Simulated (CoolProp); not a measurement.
Cyclohexane along the isotherm 346.85 °C: density (kg/m³) from the reference equation and from simpler models built on Tc = 280.5 °C, pc = 4081 kPa, ω = 0.209; each cubic takes its own stable root.

Values from CoolProp's reference Helmholtz-energy equation of state, Zhou 2014.

```
p (kPa)          phase  reference
-------  -------------  ---------
3710               gas      80.43
7420     supercritical      261.3
11100    supercritical      391.0
14800    supercritical      442.9
18500    supercritical      474.3
22300    supercritical      497.5
26000    supercritical      515.2
29700    supercritical      529.9
33400    supercritical      542.5
37100    supercritical      553.6
40800    supercritical      563.5
```

Task: How far does each simpler model (Redlich-Kwong, Peng-Robinson) lie from the reference over these 11 states: mean and median of the absolute difference, and the worst?

Result: 
- Redlich-Kwong: mean 3.1 %, median 2.5 %, worst -6.6 % at 346.85 °C and 11100 kPa
- Peng-Robinson: mean 4.5 %, median 4.5 %, worst +8.1 % at 346.85 °C and 40800 kPa
